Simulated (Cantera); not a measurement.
Charge: 1 mol Si, 1.7 mol NF3, a varied amount of N2, at 648 K and 46.0 mbar.

These are equilibrium values from Cantera (NASA tables, ideal gas, pure condensed phases), not measurements of a reactor. Candidate condensed phases: Si, Si3N4; 16 gas species. The numbers say what is thermodynamically allowed, not how fast it happens.

x: gas mole fraction; nothing condenses.

```
n(N2) (mol)   x N2  x SiF4    x NF3     x F2       x F    x NF2
-----------  -----  ------  -------  -------  --------  -------
1.1          0.563   0.316    0.107   0.0131  0.000250  9.19e-9
1.5          0.612   0.281   0.0950   0.0118  0.000237  8.60e-9
2            0.660   0.246   0.0832   0.0105  0.000224  7.97e-9
2.7          0.710   0.210   0.0708  0.00920  0.000210        ?
3.6          0.756   0.177   0.0593  0.00801  0.000196        ?
4.8          0.799   0.146   0.0487  0.00690  0.000182        ?
6.5          0.838   0.117   0.0388  0.00584  0.000167        ?
8.8          0.873  0.0920   0.0304  0.00489  0.000153        ?
12           0.901  0.0711   0.0233  0.00405  0.000139        ?
16           0.923  0.0553   0.0180  0.00338  0.000127        ?
22           0.942  0.0415   0.0134  0.00275  0.000115        ?
29           0.955  0.0322   0.0102  0.00230  0.000105        ?
39           0.966  0.0243  0.00764  0.00188   9.49e-5        ?
```

Task: Fill in the missing entries.

Result: 
- 2.7, x NF2: 7.24e-9
- 3.6, x NF2: 6.51e-9
- 4.8, x NF2: 5.76e-9
- 6.5, x NF2: 4.99e-9
- 8.8, x NF2: 4.27e-9
- 12, x NF2: 3.59e-9
- 16, x NF2: 3.04e-9
- 22, x NF2: 2.50e-9
- 29, x NF2: 2.10e-9
- 39, x NF2: 1.73e-9
